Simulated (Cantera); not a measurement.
A freely propagating, adiabatic, planar premixed flame of H2 : O2 : N2 : H2O = 1 : 0.556 : 2.09 : 0.24 (molar parts), unburnt at 400 K and 3750 Torr; mixture-averaged transport, grid criteria slope 0.08 and curve 0.16, no radiation.

Detailed kinetics in Cantera: the H2/O2 subset of GRI-Mech 3.0, which has no nitrogen chemistry. The hydrogen kinetics of GRI-Mech 3.0 are dated; newer H2 mechanisms differ, most at raised pressure. Burning velocities carry a grid error of a few per cent, more on coarse grids.

Problem. How do the results move with these cheaper or finer settings: unity-Lewis-number transport; multicomponent transport; multicomponent+Soret transport; grid criteria slope 0.5, curve 1; grid criteria slope 0.25, curve 0.5; grid criteria slope 0.03, curve 0.06?

Solution. 
```json
[
 {"setting": "as above", "laminar burning velocity": "173 cm/s", "thermal thickness": "0.0577 mm", "peak x(O)": "0.00365", "peak x(H)": "0.00927", "grid points": "107"},
 {"setting": "unity-Lewis-number transport", "laminar burning velocity": "193 cm/s", "thermal thickness": "0.0486 mm", "peak x(O)": "0.00512", "peak x(H)": "0.0187", "grid points": "107"},
 {"setting": "multicomponent transport", "laminar burning velocity": "176 cm/s", "thermal thickness": "0.0569 mm", "peak x(O)": "0.00370", "peak x(H)": "0.00949", "grid points": "107"},
 {"setting": "multicomponent+Soret transport", "laminar burning velocity": "155 cm/s", "thermal thickness": "0.0585 mm", "peak x(O)": "0.00349", "peak x(H)": "0.00818", "grid points": "108"},
 {"setting": "grid criteria slope 0.5, curve 1", "laminar burning velocity": "195 cm/s", "thermal thickness": "0.0702 mm", "peak x(O)": "0.00368", "peak x(H)": "0.00939", "grid points": "33"},
 {"setting": "grid criteria slope 0.25, curve 0.5", "laminar burning velocity": "176 cm/s", "thermal thickness": "0.0608 mm", "peak x(O)": "0.00369", "peak x(H)": "0.00911", "grid points": "52"},
 {"setting": "grid criteria slope 0.03, curve 0.06", "laminar burning velocity": "178 cm/s", "thermal thickness": "0.0559 mm", "peak x(O)": "0.00371", "peak x(H)": "0.00992", "grid points": "249"}
]
```
Unity Lewis numbers drop preferential diffusion, which matters most where H2 and H carry the flame; Soret adds thermal diffusion.
